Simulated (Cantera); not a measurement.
A closed system holds: 1 mol Nb2O5, 1.8 mol H2, at 1450 °C and 0.100 bar.

Cantera equilibrium calculation (NASA polynomials, part measured and part estimated; ideal gas, pure solids and liquids). Candidate condensed phases: H2O, Nb, NbO, NbO2, Nb2O5; 12 gas species. Mutual solubility and eutectic melting of coexisting phases are not modelled. Condensed phases not in the tables: the oxides between NbO2 and Nb2O5. The numbers say what is thermodynamically allowed, not how fast it happens.

Base state: H2 0.831, H2O 0.169, H 0.000526 (mole fractions); condensed: NbO2(s) + Nb2O5(s).

### Question
What changes in the equilibrium state with this change: pressure from 0.100 bar to 1.33 mbar?

### Answer
```
species          before    after
-------------  --------  -------
H2                0.831    0.827
H2O               0.169    0.168
H              0.000526  0.00455
NbO2            2.03e-7  1.52e-5
OH              5.86e-6  5.07e-5
NbO2(s), mol      0.608    0.607
Nb2O5(s), mol     0.696    0.697
```

### Question
What changes in the equilibrium state with this change: pressure from 0.100 bar to 6.50 mbar?

### Answer
```csv
species,before,after
H2,0.831,0.829
H2O,0.169,0.169
H,0.000526,0.00206
OH,5.86e-6,2.30e-5
"NbO2(s), mol",0.608,0.607
"Nb2O5(s), mol",0.696,0.696
```
